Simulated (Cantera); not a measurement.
A Cantera script and what it prints.

```python
import numpy as np
import cantera as ct

gas_names = """
    H HNO HNO2 HNO3 HO2 H2 H2O H2O2 H2S H2SO4 N NH NH2 NH3 NH2OH NO NO2 NO3 N2 N2H2 N2H4 N2O O OH O2 O3
    S SH SN SO SO2 SO3 S2 S2O S8
""".split()
cond_names = """
    H2O(s) H2O(L) H2SO4(L) S(cr1) S(cr2) S(L)
""".split()


def load(file, names, dense=False):
    # The tables refer to 1 bar. Condensed volumes are neglected.
    table = {s.name: s for s in ct.Species.list_from_file(file)}
    out = []
    for n in names:
        d = dict(table[n].input_data)
        d["thermo"] = dict(d["thermo"], **{"reference-pressure": 1e5})
        if dense:
            d["equation-of-state"] = {"model": "constant-volume", "density": "1e6 g/cm^3"}
        out.append(ct.Species.from_dict(d))
    return out


gas = ct.Solution(thermo="ideal-gas", species=load("nasa_gas.yaml", gas_names))
cond = {s.name: ct.Solution(thermo="fixed-stoichiometry", species=[s], name=s.name)
        for s in load("nasa_condensed.yaml", cond_names, dense=True)}
atoms = {
    'SO2': {'S': 1, 'O': 2},
    'H2O': {'H': 2, 'O': 1},
    'N2': {'N': 2},
}
top_T = {}  # K; cautious upper limits of use, not melting points


def equilibrate(T, P, feed):
    n = {}
    for name, mol in feed.items():
        for a, k in atoms[name].items():
            n[a] = n.get(a, 0.0) + k * mol
    gas.TPX = T, P, n
    mass = sum(n.values()) * gas.mean_molecular_weight
    gas.equilibrate("TP")
    valid = [c for c in cond.values() if c.min_temp <= T <= top_T.get(c.name, c.max_temp)]
    mix = ct.Mixture([(gas, mass / gas.mean_molecular_weight)] + [(c, 0.0) for c in valid])
    mix.T, mix.P = T, P
    mix.equilibrate("TP", solver="vcs", rtol=1e-11, max_steps=5000)
    return mix


results = []
feed = {'SO2': 1, 'H2O': 0.034, 'N2': 22}  # mol
P = 100000  # Pa
for T in [2075, 2125, 2175, 2225, 2275, 2325, 2375, 2425, 2475, 2525, 2575, 2625]:
    mix = equilibrate(T, P, feed)
    results.append((T, P, feed, dict(zip(mix.species_names, mix.species_moles))))

top = {s: max(r[3][s] / sum(r[3][g] for g in gas_names) for r in results) for s in gas_names}
cols = sorted((s for s in top if top[s] > 1e-05), key=lambda s: -top[s])[:8]
seen = [c for c in cond_names if any(r[3].get(c, 0) > 1e-12 for r in results)]
print("log10 of partial pressures in bar; condensed amounts in mol")
print(f"{'T/K':>10s}" + "".join(f"{s[:9]:>10s}" for s in cols + seen))
for T, P, feed, n in results:
    ng = sum(n[g] for g in gas_names)
    print(f"{T:10.4g}" + "".join(f"{np.log10(max(n[s] / ng * P / 1e5, 1e-99)):10.3f}" for s in cols)
          + "".join(f"{n.get(c, 0):10.4g}" for c in seen))
```

Result:

```
log10 of partial pressures in bar; condensed amounts in mol
       T/K        N2       SO2        SO        NO        O2       H2O         O        OH
      2075    -0.020    -1.371    -3.099    -3.464    -3.630    -2.857    -4.748    -4.202
      2125    -0.020    -1.373    -2.982    -3.351    -3.512    -2.865    -4.538    -4.080
      2175    -0.020    -1.377    -2.871    -3.244    -3.401    -2.874    -4.338    -3.965
      2225    -0.021    -1.381    -2.766    -3.141    -3.295    -2.886    -4.147    -3.857
      2275    -0.021    -1.386    -2.665    -3.044    -3.195    -2.901    -3.965    -3.755
      2325    -0.021    -1.392    -2.570    -2.952    -3.099    -2.919    -3.791    -3.660
      2375    -0.021    -1.399    -2.480    -2.863    -3.009    -2.941    -3.625    -3.572
      2425    -0.021    -1.408    -2.394    -2.780    -2.924    -2.967    -3.467    -3.490
      2475    -0.022    -1.418    -2.314    -2.700    -2.844    -2.999    -3.315    -3.415
      2525    -0.022    -1.430    -2.237    -2.624    -2.769    -3.036    -3.170    -3.347
      2575    -0.023    -1.444    -2.166    -2.553    -2.698    -3.081    -3.032    -3.287
      2625    -0.023    -1.460    -2.098    -2.485    -2.633    -3.133    -2.900    -3.234
```

Method: chemical equilibrium by Gibbs-energy minimisation in Cantera with the NASA 1993 tables (ideal gas, pure condensed phases).
